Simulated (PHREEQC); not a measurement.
Dissolve 0.0019 mol Pb(NO3)2, 0.006 mol KNO3 and 0.00023 mol Cu(NO3)2 per kg of water at 55 °C. Closed to the air; pH follows from the charge balance.

Equilibrium calculation in PHREEQC: ion-association model, wateq4f.dat.

Each row changes one thing in this solution. Precipitation was switched off in this run.

```json
[
 {"case": "as made", "pH": "5.25", "Pb+2 (mol/kgw)": "0.00173", "PbNO3+ (mol/kgw)": "0.000160", "PbOH+ (mol/kgw)": "4.17e-6", "Cu2(OH)2+2 (mol/kgw)": "6.92e-7", "Pb2OH+3 (mol/kgw)": "2.60e-7", "SI of Tenorite (CuO)": "+0.06", "SI of Pb(OH)2 (Pb(OH)2)": "+0.31"},
 {"case": "KNO3 from 0.006 to 0.0066 mol/kgw", "pH": "5.25", "Pb+2 (mol/kgw)": "0.00173", "PbNO3+ (mol/kgw)": "0.000168", "PbOH+ (mol/kgw)": "4.14e-6", "Cu2(OH)2+2 (mol/kgw)": "6.94e-7", "Pb2OH+3 (mol/kgw)": "2.60e-7", "SI of Tenorite (CuO)": "+0.06", "SI of Pb(OH)2 (Pb(OH)2)": "+0.31"},
 {"case": "0.0018 mol/kgw ZnCl2 added", "pH": "5.22", "Pb+2 (mol/kgw)": "0.00153", "PbNO3+ (mol/kgw)": "0.000132", "PbOH+ (mol/kgw)": "3.28e-6", "Cu2(OH)2+2 (mol/kgw)": "5.59e-7", "Pb2OH+3 (mol/kgw)": "1.95e-7", "SI of Tenorite (CuO)": "-0.03", "SI of Pb(OH)2 (Pb(OH)2)": "+0.17"},
 {"case": "KNO3 from 0.006 to 0.003 mol/kgw", "pH": "5.23", "Pb+2 (mol/kgw)": "0.00177", "PbNO3+ (mol/kgw)": "0.000122", "PbOH+ (mol/kgw)": "4.31e-6", "Cu2(OH)2+2 (mol/kgw)": "6.82e-7", "Pb2OH+3 (mol/kgw)": "2.60e-7", "SI of Tenorite (CuO)": "+0.05", "SI of Pb(OH)2 (Pb(OH)2)": "+0.32"}
]
```

Some of these states are supersaturated (in Pb(OH)2, Tenorite (slow to form), for instance). At this temperature some constants are extrapolated from 25 °C, and those without enthalpy data are left unchanged.
